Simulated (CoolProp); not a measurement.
A single-stage vapour-compression cycle with n-perfluorobutane: evaporating at 252.15 K (dew point), condensing at 297.15 K (bubble point), superheat 8 K, subcooling 8 K, compressor efficiency 0.75, no pressure losses. Each further row changes one setting.

The numbers come from the reference Helmholtz-energy equation of state, Gao 2022 in CoolProp.

```
case                              cooling COP  pressure ratio  discharge temperature (K)  refrigerating effect (kJ/kg)  volumetric capacity (kJ/m³)
--------------------------------  -----------  --------------  -------------------------  ----------------------------  ---------------------------
as stated                                3.35            5.88                      297.2                          69.2                          343
evaporating temperature 257.15 K            ?            4.65                      297.2                          73.2                            ?
condensing temperature 292.15 K             ?               ?                      292.1                          74.9                          371
subcooling 13 K                             ?            5.88                      297.2                          74.9                          371
superheat 18 K                           3.52            5.88                          ?                             ?                          369
compressor efficiency 0.65               2.90            5.88                      297.2                          69.2                          343
```

Q: Complete the blanks.

A: 
- evaporating temperature 257.15 K, cooling COP: 4.02
- evaporating temperature 257.15 K, volumetric capacity (kJ/m³): 452
- condensing temperature 292.15 K, cooling COP: 3.97
- condensing temperature 292.15 K, pressure ratio: 4.99
- subcooling 13 K, cooling COP: 3.62
- superheat 18 K, discharge temperature (K): 299.2
- superheat 18 K, refrigerating effect (kJ/kg): 77.5

The compression ends wet for: as stated; evaporating temperature 257.15 K; condensing temperature 292.15 K; subcooling 13 K; compressor efficiency 0.65.
